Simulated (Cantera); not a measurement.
Input (Python, Cantera):

```python
import numpy as np
import cantera as ct

gas = ct.Solution("h2o2.yaml")
gas.TPX = 1650, 58000, {'H2': 1, 'O2': 1.11, 'N2': 4.18}
reactor = ct.IdealGasReactor(gas, energy="on", clone=False)
net = ct.ReactorNet([reactor])
net.rtol, net.atol = 1e-08, 1e-16
show = ['H2', 'O2', 'O', 'H2O2', 'H2O', 'OH', 'HO2']
times = np.geomspace(8e-06, 3, 14)

steps = ct.SolutionArray(gas, extra=["t"])
rows = []
print(f"{'t/s':>10s}{'T/K':>9s}{'P/Pa':>11s}" + "".join(f"{s:>11s}" for s in show))
for t in times:
    while net.time < t:
        t_next = net.step()
        steps.append(gas.state, t=t_next)
    rows.append([np.interp(t, steps.t, y) for y in (steps.T, steps.P, *steps(*show).X.T)])
    print(f"{t:10.3e}{rows[-1][0]:9.1f}{rows[-1][1]:11.4g}" + "".join(f"{x:11.3e}" for x in rows[-1][2:]))
rate = np.gradient(steps.T, steps.t)
print("integrator steps:", len(steps.t))
if steps.T.max() > steps.T[0] + 200:
    print(f"time of steepest temperature rise: {steps.t[rate.argmax()]:.4e} s")
gas.TPX = 1650, 58000, {'H2': 1, 'O2': 1.11, 'N2': 4.18}
gas.equilibrate("UV")
print(f"equilibrium (UV): T = {gas.T:.1f} K  " + "  ".join(f"{s} {gas[s].X[0]:.3e}" for s in show))
```

It prints:

```
       t/s      T/K       P/Pa         H2         O2          O       H2O2        H2O         OH        HO2
 8.000e-06   1650.1    5.8e+04  1.584e-01  1.762e-01  8.132e-05  9.567e-08  3.685e-04  8.272e-05  6.334e-06
 2.147e-05   1780.7   6.22e+04  1.962e-02  9.645e-02  3.916e-02  7.315e-07  1.047e-01  1.837e-02  1.927e-05
 5.763e-05   2116.9   7.24e+04  1.728e-02  9.352e-02  3.206e-02  2.802e-07  1.181e-01  2.550e-02  1.215e-05
 1.547e-04   2494.0  8.326e+04  1.128e-02  9.406e-02  1.891e-02  2.005e-07  1.363e-01  2.833e-02  8.798e-06
 4.151e-04   2678.6  8.837e+04  7.021e-03  9.601e-02  1.131e-02  4.247e-07  1.472e-01  2.553e-02  1.432e-05
 1.114e-03   2682.9  8.849e+04  6.913e-03  9.607e-02  1.113e-02  4.372e-07  1.474e-01  2.541e-02  1.458e-05
 2.990e-03   2682.9  8.849e+04  6.913e-03  9.607e-02  1.113e-02  4.372e-07  1.474e-01  2.541e-02  1.458e-05
 8.026e-03   2682.9  8.849e+04  6.913e-03  9.607e-02  1.113e-02  4.372e-07  1.474e-01  2.541e-02  1.458e-05
 2.154e-02   2682.9  8.849e+04  6.913e-03  9.607e-02  1.113e-02  4.372e-07  1.474e-01  2.541e-02  1.458e-05
 5.781e-02   2682.9  8.849e+04  6.913e-03  9.607e-02  1.113e-02  4.372e-07  1.474e-01  2.541e-02  1.458e-05
 1.552e-01   2682.9  8.849e+04  6.913e-03  9.607e-02  1.113e-02  4.372e-07  1.474e-01  2.541e-02  1.458e-05
 4.165e-01   2682.9  8.849e+04  6.913e-03  9.607e-02  1.113e-02  4.372e-07  1.474e-01  2.541e-02  1.458e-05
 1.118e+00   2682.9  8.849e+04  6.913e-03  9.607e-02  1.113e-02  4.372e-07  1.474e-01  2.541e-02  1.458e-05
 3.000e+00   2682.9  8.849e+04  6.913e-03  9.607e-02  1.113e-02  4.372e-07  1.474e-01  2.541e-02  1.458e-05
integrator steps: 1013
time of steepest temperature rise: 1.6104e-05 s
equilibrium (UV): T = 2682.9 K  H2 6.913e-03  O2 9.607e-02  O 1.113e-02  H2O2 4.372e-07  H2O 1.474e-01  OH 2.541e-02  HO2 1.458e-05
```

Cantera simulation using the H2/O2 subset of GRI-Mech 3.0, which has no nitrogen chemistry; the numbers are that mechanism's predictions, not measurements.
